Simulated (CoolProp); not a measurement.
Vapour-liquid equilibrium of R22 (1) + R113 (2) at 0.586 MPa; x and y are mole fractions of (1).

Model: multi-fluid Helmholtz-energy mixture model, Kamei 1995 and Marx 1992; pair parameters Bell 2016, in CoolProp.

| x | bubble temperature, mixture model (K) | bubble temperature, Raoult's law (K) | y, mixture model | y, Raoult's law |
|---|---|---|---|---|
| 0.05 | 369.8 | 366.2 | 0.311 | 0.401 |
| 0.125 | 348.6 | 345.8 | 0.611 | 0.676 |
| 0.2 | 332.2 | 331.7 | 0.769 | 0.804 |
| 0.275 | 320.1 | 321.2 | 0.853 | 0.873 |
| 0.35 | 311.0 | 313.0 | 0.901 | 0.914 |
| 0.425 | 304.1 | 306.4 | 0.929 | 0.940 |
| 0.5 | 298.8 | 300.9 | 0.947 | 0.957 |
| 0.575 | 294.5 | 296.1 | 0.960 | 0.970 |
| 0.65 | 291.0 | 292.1 | 0.970 | 0.979 |
| 0.725 | 287.9 | 288.5 | 0.978 | 0.986 |
| 0.8 | 285.1 | 285.3 | 0.984 | 0.991 |
| 0.875 | 282.5 | 282.4 | 0.990 | 0.995 |
| 0.95 | 280.0 | 279.8 | 0.996 | 0.998 |

The largest gap from Raoult's law is +3.6 K in bubble temperature, at x = 0.05. No azeotrope shows between x = 0.05 and 0.95.

Pair parameters are fitted to limited data, so mixtures are less certain than the pure fluids. The gap from Raoult's law changes sign with composition, which may be real or a fault of the pair parameters; it wasn't checked against measurements.
